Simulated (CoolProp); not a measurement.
Vapour pressure (bar) of methane: the reference equation beside estimates from Tc = 190.6 K, pc = 45.99 bar, ω = 0.011. Clausius-Clapeyron is anchored at 121.8 K with a constant enthalpy of vaporisation of 7.874 kJ/mol.

Values from CoolProp's reference Helmholtz-energy equation of state, Setzmann 1991.

| T (K) | reference | Clausius-Clapeyron | van der Waals | Redlich-Kwong | Soave-Redlich-Kwong |
|---|---|---|---|---|---|
| 121.8 | 2.170 | 2.170 | 5.701 | 1.776 | 2.143 |
| 124.2 | 2.550 | 2.522 | 6.339 | 2.135 | 2.526 |
| 126.6 | 2.978 | 2.914 | 7.023 | 2.545 | 2.957 |
| 129 | 3.458 | 3.349 | 7.754 | 3.011 | 3.442 |
| 131.4 | 3.992 | 3.830 | 8.534 | 3.537 | 3.983 |
| 133.8 | 4.584 | 4.359 | 9.363 | 4.126 | 4.584 |
| 136.2 | 5.239 | 4.938 | 10.24 | 4.782 | 5.250 |
| 138.5 | 5.928 | 5.542 | 11.14 | 5.478 | 5.951 |
| 140.9 | 6.715 | 6.227 | 12.12 | 6.279 | 6.753 |
| 143.3 | 7.576 | 6.969 | 13.16 | 7.159 | 7.630 |
| 145.7 | 8.514 | 7.770 | 14.25 | 8.122 | 8.587 |
| 148.1 | 9.533 | 8.633 | 15.40 | 9.172 | 9.627 |
| 150.5 | 10.64 | 9.560 | 16.61 | 10.31 | 10.75 |

Absolute difference from the reference over all 13 rows, mean and median: Clausius-Clapeyron 5.5 and 5.7 %, van der Waals 100.9 and 95.5 %, Redlich-Kwong 9.5 and 8.7 %, Soave-Redlich-Kwong 0.6 and 0.7 %.
